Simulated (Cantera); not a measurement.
Input: 1 mol SiH2Cl2, 0.45 mol Cl2, 58 mol N2, equilibrated at 0.760 bar.

Equilibrium computed with Cantera from the NASA thermochemical tables; the gas is ideal and each condensed phase is pure. Candidate condensed phases: NH4Cl, Si, Si3N4; 28 gas species. N2 is the only nitrogen source here; it is nearly inert below about 1500 K, so the nitride shown seldom forms there in practice. The tables' values for SiCl3 are old estimates; treat these amounts as uncertain. Kinetics and transport are ignored.

x: gas mole fraction; n: condensed amount in mol.

| T (K) | x N2 | x HCl | x SiCl2 | x H2 | x SiCl4 | x SiCl3 | n Si3N4(s) |
|---|---|---|---|---|---|---|---|
| 1173 | 0.965 | 0.0262 | 2.77e-6 | 0.00365 | 0.00556 | 3.95e-5 | 0.222 |
| 1248 | 0.964 | 0.0266 | 1.53e-5 | 0.00346 | 0.00540 | 0.000107 | 0.223 |
| 1323 | 0.964 | 0.0269 | 6.86e-5 | 0.00331 | 0.00518 | 0.000255 | 0.223 |
| 1398 | 0.964 | 0.0270 | 0.000256 | 0.00321 | 0.00482 | 0.000538 | 0.221 |
| 1473 | 0.964 | 0.0270 | 0.000803 | 0.00321 | 0.00420 | 0.000993 | 0.213 |
| 1548 | 0.963 | 0.0267 | 0.00209 | 0.00336 | 0.00321 | 0.00155 | 0.196 |
| 1623 | 0.962 | 0.0258 | 0.00439 | … | 0.00197 | 0.00193 | 0.167 |
| 1698 | 0.961 | 0.0241 | 0.00737 | … | 0.000928 | 0.00186 | 0.129 |
| 1773 | 0.960 | 0.0217 | 0.0103 | … | 0.000352 | 0.00146 | 0.0903 |

**Question.** Complete the blanks.

**Answer.** 
- 1623, x H2: 0.00378
- 1698, x H2: 0.00458
- 1773, x H2: 0.00574
